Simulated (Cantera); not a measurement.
A Cantera script and its output.

```python
import numpy as np
import cantera as ct

gas = ct.Solution("gri30.yaml")
gas.TPX = 1725, 24000, {'NO': 1, 'N2': 0.18}
inlet = ct.Reservoir(gas, clone=True)

reactor = ct.IdealGasConstPressureReactor(gas, energy="off", clone=False)
exhaust = ct.Reservoir(gas, clone=True)
tau = [2.6, 1.2, 0.53, 0.24, 0.11, 0.048, 0.021, 0.0096, 0.0043][0]
for a, b in ((inlet, reactor), (reactor, exhaust)):
    ct.MassFlowController(a, b, mdot=lambda t: reactor.mass / tau)
net = ct.ReactorNet([reactor])
show = ['NO', 'N2', 'N2O', 'NO2', 'O', 'O2']

rows = []
print(f"{'tau/s':>10s}{'T/K':>9s}" + "".join(f"{s:>11s}" for s in show))
for tau in [2.6, 1.2, 0.53, 0.24, 0.11, 0.048, 0.021, 0.0096, 0.0043]:
    net.initial_time = 0.0
    net.advance(30 * tau)
    before = gas.X
    net.advance(40 * tau)
    drift = np.max(np.abs(gas.X - before) / (gas.X + 1e-9))
    rows.append([gas.T, *gas[show].X, drift])
    print(f"{tau:10.3e}{gas.T:9.1f}" + "".join(f"{x:11.3e}" for x in gas[show].X))
```

It prints:

```
     tau/s      T/K         NO         N2        N2O        NO2          O         O2
 2.600e+00   1725.0  7.580e-01  1.970e-01  2.107e-04  5.192e-04  2.832e-05  4.422e-02
 1.200e+00   1725.0  8.022e-01  1.749e-01  2.376e-04  4.120e-04  2.203e-05  2.223e-02
 5.300e-01   1725.0  8.265e-01  1.628e-01  2.511e-04  3.233e-04  1.750e-05  1.014e-02
 2.400e-01   1725.0  8.378e-01  1.571e-01  2.517e-04  2.670e-04  1.481e-05  4.554e-03
 1.100e-01   1725.0  8.430e-01  1.546e-01  2.403e-04  2.312e-04  1.315e-05  1.986e-03
 4.800e-02   1725.0  8.455e-01  1.533e-01  2.117e-04  2.011e-04  1.177e-05  7.632e-04
 2.100e-02   1725.0  8.466e-01  1.528e-01  1.651e-04  1.663e-04  1.023e-05  2.559e-04
 9.600e-03   1725.0  8.470e-01  1.526e-01  1.124e-04  1.222e-04  8.324e-06  7.299e-05
 4.300e-03   1725.0  8.473e-01  1.526e-01  6.508e-05  7.211e-05  6.104e-06  1.501e-05
```

Model: GRI-Mech 3.0 (53 species, 325 reactions), integrated in Cantera.
